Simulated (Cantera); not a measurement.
Mixture: CH₄ : O₂ : N₂ = 1 : 2.35 : 8.85 (molar parts), equivalence ratio 0.85, at 8.60 bar, adiabatic and at constant volume. Ignition delay is the time to a rise of 400 K.

Cantera simulation using GRI-Mech 3.0 (53 species, 325 reactions); the numbers are that mechanism's predictions, not measurements.

Question: What does this change do: 0.25 parts C2H6 added?

Answer: 
```json
[
 {"quantity": "delay at 1300 K", "before": "1.50 ms", "after": "0.196 ms"},
 {"quantity": "delay at 1400 K", "before": "0.506 ms", "after": "69.8 µs"},
 {"quantity": "delay at 1500 K", "before": "0.187 ms", "after": "30.3 µs"},
 {"quantity": "delay at 1600 K", "before": "75.7 µs", "after": "14.7 µs"},
 {"quantity": "apparent activation energy between 1550 and 1650 K", "before": "180 kJ/mol", "after": "150 kJ/mol"}
]
```

Question: What does this change do: N2 8.85 to 19 parts?

Answer: 
```json
[
 {"quantity": "delay at 1300 K", "before": "1.50 ms", "after": "3.22 ms"},
 {"quantity": "delay at 1400 K", "before": "0.506 ms", "after": "1.09 ms"},
 {"quantity": "delay at 1500 K", "before": "0.187 ms", "after": "0.393 ms"},
 {"quantity": "delay at 1600 K", "before": "75.7 µs", "after": "0.151 ms"},
 {"quantity": "apparent activation energy between 1550 and 1650 K", "before": "180 kJ/mol", "after": "190 kJ/mol"}
]
```
